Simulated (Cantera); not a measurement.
Charge: 1 mol toluene, 0.22 mol H2O, equilibrated at 13.3 mbar.

Cantera equilibrium calculation (NASA polynomials, part measured and part estimated; ideal gas, pure solids and liquids). Candidate condensed phases: C, C6H6, C7H8, C8H18, H2O; 110 gas species. Equilibrium is a limit: real reactors are often held back by kinetics, nucleation or transport. All values below are at 2175 K.

Base state: H2 0.909, CO 0.0486, H 0.0403, C2H2 (acetylene) 0.00203 (mole fractions); condensed: C(graphite).

What changes in the equilibrium state with this change: H2O from 0.22 to 0.097 mol?


```
species            before    after
----------------  -------  -------
H2                  0.909    0.934
H                  0.0403   0.0409
CO                 0.0486   0.0227
C2H2 (acetylene)  0.00203  0.00209
C(graphite), mol     6.76     6.89
```
